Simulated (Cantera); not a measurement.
Input: 1 mol Si, 0.1 mol CO2, 26 mol N2, held at 1898 K and 1.90 bar.

These are equilibrium values from Cantera (NASA tables, ideal gas, pure condensed phases), not measurements of a reactor. Candidate condensed phases: C, Si, SiC, SiO2, Si2N2O, Si3N4; 34 gas species. Mutual solubility and eutectic melting of coexisting phases are not modelled. Rates play no part.

Base state: N2 0.996, CO 0.00393, SiO 0.000206 (mole fractions); condensed: Si2N2O(s) + Si3N4(s).

Q: What changes in the equilibrium state with this change: temperature from 1898 K to 973.15 K?

A: 
```tsv
species	before	after
N2	0.996	1.00
CO	0.00393	<1e-9
SiO	0.000206	<1e-9
Si2N2O(s), mol	0.0948	0.200
Si3N4(s), mol	0.268	0.200
C(graphite), mol	0	0.100
```
N2 is the only nitrogen source here; it is nearly inert below about 1500 K, so the nitride shown seldom forms there in practice.
